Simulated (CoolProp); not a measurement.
Vapour-liquid equilibrium of nitrogen (1) + oxygen (2) at 87 K; x and y are mole fractions of (1).

Computed with CoolProp (multi-fluid Helmholtz-energy mixture model, Span 2000 and Schmidt 1985; pair parameters Gernert 2013).

```tsv
x	bubble pressure (MPa)	y at the bubble point	dew pressure at overall composition x (MPa)	liquid density (mol/L)
0.05	0.08422	0.187	0.07464	35.66
0.125	?	0.374	0.07960	34.92
0.2	0.1183	0.501	0.08524	34.20
0.275	0.1339	0.594	0.09170	33.49
0.35	0.1489	?	?	32.80
0.425	?	0.727	0.1079	32.11
0.5	0.1780	?	0.1182	31.43
0.575	0.1923	?	0.1304	30.77
0.65	0.2067	0.860	?	30.11
0.725	0.2212	0.895	0.1630	29.46
0.8	?	0.927	0.1851	28.82
0.875	0.2508	0.956	0.2126	28.19
0.95	0.2660	0.983	0.2475	27.56
```

**Question.** Fill in the missing entries.

**Answer.** 
- 0.125, bubble pressure (MPa): 0.1018
- 0.35, y at the bubble point: 0.667
- 0.35, dew pressure at overall composition x (MPa): 0.09917
- 0.425, bubble pressure (MPa): 0.1635
- 0.5, y at the bubble point: 0.778
- 0.575, y at the bubble point: 0.821
- 0.65, dew pressure at overall composition x (MPa): 0.1451
- 0.8, bubble pressure (MPa): 0.2359

No azeotrope shows between x = 0.05 and 0.95.

Pair parameters are fitted to limited data, so mixtures are less certain than the pure fluids.
